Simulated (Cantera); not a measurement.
A closed system holds: 1 mol TEOS, 0.15 mol N2O, 4.8 mol N2, equilibrated at 1477 °C and 100000 Pa.

These are equilibrium values from Cantera (NASA tables, ideal gas, pure condensed phases), not measurements of a reactor. Candidate condensed phases: C, C6H6, C7H8, C8H18, H2O, Si, SiC, SiO2, Si2N2O, Si3N4; 151 gas species. The feed counts by its element totals alone. Rates play no part.

Base state: H2 0.551, N2 0.245, CO 0.201, HCN 0.00176, SiO 0.000338, CH4 0.000277, H 0.000173, C2H2 (acetylene) 6.33e-5 (mole fractions); condensed: C(graphite) + Si2N2O(s).

Question: What changes in the equilibrium state with this change: temperature from 1477 °C to 1775 °C?

Answer: 
```json
[
 {"species": "H2", "before": "0.551", "after": "0.518"},
 {"species": "N2", "before": "0.245", "after": "0.256"},
 {"species": "CO", "before": "0.201", "after": "0.215"},
 {"species": "SiO", "before": "0.000338", "after": "0.00223"},
 {"species": "H", "before": "0.000173", "after": "0.00161"},
 {"species": "C2H2 (acetylene)", "before": "6.33e-5", "after": "0.000543"},
 {"species": "HNC", "before": "5.93e-5", "after": "0.000399"},
 {"species": "C(graphite), mol", "before": "4.31", "after": "2.78"},
 {"species": "Si2N2O(s), mol", "before": "0.497", "after": "0"},
 {"species": "SiC(s), mol", "before": "0", "after": "0.957"}
]
```
